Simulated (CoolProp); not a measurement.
C3F8 (R218) along the isobar 0.197 MPa: density (kg/m³) from the reference equation and from simpler models built on Tc = 345.0 K, pc = 2.640 MPa, ω = 0.317; each cubic takes its own stable root.

The numbers come from the reference Helmholtz-energy equation of state, Lemmon 2006 in CoolProp. It is a short technical equation, of lower accuracy than the large ones.

```tsv
T (K)	phase	reference	Soave-Redlich-Kwong	Peng-Robinson
223.2	liquid	1663	1578	1783
238.7	liquid	1603	1518	1718
254.2	gas	19.06	18.87	18.95
269.6	gas	17.63	17.56	17.63
285.1	gas	16.45	16.44	16.50
300.6	gas	15.46	15.46	15.51
316.1	gas	14.59	14.60	14.65
331.6	gas	13.83	13.85	13.89
347.1	gas	13.15	13.17	13.21
362.6	gas	12.55	12.56	12.59
378.1	gas	12.00	12.00	12.04
393.5	gas	11.50	11.50	11.53
409	gas	11.04	11.04	11.07
424.5	gas	10.62	10.62	10.64
440	gas	10.23	10.23	10.25
```
